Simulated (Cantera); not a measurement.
A closed system holds: 1 mol CH3F, 0.17 mol H2, at 748 K and 0.100 bar.

These are equilibrium values from Cantera (NASA tables, ideal gas, pure condensed phases), not measurements of a reactor. Candidate condensed phases: C, C6H6, C7H8, C8H18; 95 gas species. Kinetics and transport are ignored.

Base state: HF 0.491, H2 0.444, CH4 0.0653 (mole fractions); condensed: C(graphite).

Question: What changes in the equilibrium state with this change: CH3F replaced by CH2F2?

Answer: 
```tsv
species	before	after
HF	0.491	0.923
H2	0.444	0.0748
CH4	0.0653	0.00185
H2F2	3.13e-6	1.11e-5
C(graphite), mol	0.867	0.996
```
